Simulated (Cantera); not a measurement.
An isothermal, constant-pressure homogeneous reactor starts with C₂H₄ : H₂ = 1 : 6.8 (molar parts), at 1550 K and 0.735 Torr. Integrator tolerance rtol = 1e-08.

Detailed kinetics in Cantera: GRI-Mech 3.0 (53 species, 325 reactions). GRI-Mech 3.0 was tuned for natural gas; its chemistry of ethylene as a main component is partial and can be far from experiment. GRI-Mech 3.0 stops at C3 and has no aromatics, soot or wall deposition, so with more carbon than oxygen in the feed, carbon stays in small species such as C2H2 where larger ones or solid carbon would form. Radical loss at walls, strong at low pressure, is not modelled.

### Question
What does this change do: temperature 1550 to 1000 K?

### Answer
```json
[
 {"quantity": "x(C₂H₄) at 50.0 s", "before": "1.73e-5 (gas-phase equilibrium 1.71e-5)", "after": "0.128 (gas-phase equilibrium 0.00660)"},
 {"quantity": "x(H₂) at 50.0 s", "before": "0.886 (gas-phase equilibrium 0.885)", "after": "0.872 (gas-phase equilibrium 0.743)"},
 {"quantity": "x(CH₂) at 50.0 s", "before": "1.38e-10 (gas-phase equilibrium 2.86e-9)", "after": "<1e-12 (gas-phase equilibrium <1e-12)"},
 {"quantity": "x(C₂H₂) at 50.0 s", "before": "0.114 (gas-phase equilibrium 0.114)", "after": "4.74e-6 (gas-phase equilibrium 0.0177)"},
 {"quantity": "x(CH₃) at 50.0 s", "before": "1.48e-7 (gas-phase equilibrium 3.02e-6)", "after": "<1e-12 (gas-phase equilibrium 3.41e-7)"},
 {"quantity": "x(H) at 50.0 s", "before": "0.000903 (gas-phase equilibrium 0.000953)", "after": "1.40e-9 (gas-phase equilibrium 6.29e-8)"}
]
```

### Question
What does this change do: pressure from 0.735 Torr to 10.00 Torr?

### Answer
```csv
quantity,before,after
x(C₂H₄) at 50.0 s,1.73e-5 (gas-phase equilibrium 1.71e-5),0.000232 (gas-phase equilibrium 0.000231)
x(H₂) at 50.0 s,0.886 (gas-phase equilibrium 0.885),0.886 (gas-phase equilibrium 0.885)
x(CH₂) at 50.0 s,1.38e-10 (gas-phase equilibrium 2.86e-9),9.86e-10 (gas-phase equilibrium 2.85e-9)
x(C₂H₂) at 50.0 s,0.114 (gas-phase equilibrium 0.114),0.113 (gas-phase equilibrium 0.113)
x(CH₃) at 50.0 s,1.48e-7 (gas-phase equilibrium 3.02e-6),3.77e-6 (gas-phase equilibrium 1.11e-5)
x(H) at 50.0 s,0.000903 (gas-phase equilibrium 0.000953),0.000259 (gas-phase equilibrium 0.000258)
```
